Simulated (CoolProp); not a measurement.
Computed with CoolProp (reference Helmholtz-energy equation of state, Thol 2016).

For R1234ze(E), give the phase and the density (kg/m³), cv (kJ/(kg K)), isothermal compressibility (1/MPa) at 146.85 °C and 20.4 bar.


- 146.85 °C and 20.4 bar: gas; density 78.7, cv 1.02, isothermal compressibility 0.586
